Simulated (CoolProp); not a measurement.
n-perfluorohexane along the isobar 101 kPa: fugacity coefficient from the reference equation and from simpler models built on Tc = 174.9 °C, pc = 1742 kPa, ω = 0.497; each cubic takes its own stable root.

Computed with CoolProp (reference Helmholtz-energy equation of state, Gao 2022).

```tsv
T (°C)	phase	reference
-17.15	liquid	0.03102
-8.95	liquid	0.05146
-0.65	liquid	0.08250
7.55	liquid	0.1269
15.85	liquid	0.1898
24.05	liquid	0.2744
32.25	liquid	0.3861
40.55	liquid	0.5321
48.75	liquid	0.7142
65.25	gas	0.9462
73.55	gas	0.9506
81.75	gas	0.9544
90.05	gas	0.9579
```

Q: How far does each simpler model (Redlich-Kwong, Peng-Robinson) lie from the reference over these 13 states: mean and median of the absolute difference, and the worst?

A: 
- Redlich-Kwong: mean 190.0 %, median 144.2 %, worst +562.2 % at -17.15 °C and 101 kPa
- Peng-Robinson: mean 2.3 %, median 1.3 %, worst +8.0 % at -17.15 °C and 101 kPa

At some of these states Redlich-Kwong gives the other phase, because its saturation line lies elsewhere.
